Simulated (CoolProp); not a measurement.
Computed with CoolProp (reference Helmholtz-energy equation of state, Aleksandrov 2011). It is a short technical equation, of lower accuracy than the large ones.

Problem. For n-undecane, give the phase and the density (kg/m³), cv (kJ/(kg K)), Joule-Thomson coefficient (K/MPa), fugacity coefficient at 329.65 °C and 0.271 MPa; 329.65 °C and 2.17 MPa.

Solution. 
- 329.65 °C and 0.271 MPa: gas; density 9.07, cv 2.82, Joule-Thomson coefficient 11.1, fugacity coefficient 0.935
- 329.65 °C and 2.17 MPa: liquid; density 450, cv 2.93, Joule-Thomson coefficient 0.893, fugacity coefficient 0.425
